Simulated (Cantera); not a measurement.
# Catalytic stagnation flow on Pt

A jet of 1.31 % CH4, 19.1 % O2, 79.6 % N2, equivalence ratio 0.14 at 300 K and 47.3 Torr hits a platinum plate 9.9 cm away at a mass flux of 0.025 kg/m²/s; the plate temperature is set and raised in steps from an oxygen-covered start.

Detailed kinetics in Cantera: Deutschmann's 1995 Pt surface mechanism with GRI-Mech 3.0 gas chemistry. Catalytic surfaces can have several steady states; this one follows from the mechanism file's or the stated starting coverage.

```json
[
 {"plate T (K)": "950", "wall x CH4": "0.00561", "wall x O2": "0.175", "wall x H2O": "0.0139", "wall x OH": "8.22e-8", "wall x CO": "2.87e-6", "wall x CO2": "0.00910", "θ free Pt": "0.256", "θ O*": "0.743"},
 {"plate T (K)": "1000", "wall x CH4": "0.00409", "wall x O2": "0.172", "wall x H2O": "0.0167", "wall x OH": "2.22e-7", "wall x CO": "2.81e-6", "wall x CO2": "0.0109", "θ free Pt": "0.323", "θ O*": "0.676"},
 {"plate T (K)": "1050", "wall x CH4": "0.00304", "wall x O2": "0.170", "wall x H2O": "0.0186", "wall x OH": "5.34e-7", "wall x CO": "2.76e-6", "wall x CO2": "0.0122", "θ free Pt": "0.390", "θ O*": "0.609"},
 {"plate T (K)": "1100", "wall x CH4": "0.00233", "wall x O2": "0.169", "wall x H2O": "0.0198", "wall x OH": "1.16e-6", "wall x CO": "2.78e-6", "wall x CO2": "0.0130", "θ free Pt": "0.456", "θ O*": "0.543"},
 {"plate T (K)": "1150", "wall x CH4": "0.00177", "wall x O2": "0.168", "wall x H2O": "0.0207", "wall x OH": "2.37e-6", "wall x CO": "3.28e-6", "wall x CO2": "0.0135", "θ free Pt": "0.519", "θ O*": "0.480"},
 {"plate T (K)": "1200", "wall x CH4": "0.00139", "wall x O2": "0.167", "wall x H2O": "0.0213", "wall x OH": "4.45e-6", "wall x CO": "3.96e-6", "wall x CO2": "0.0139", "θ free Pt": "0.579", "θ O*": "0.420"}
]
```
x: mole fraction at the wall; θ: surface coverage.
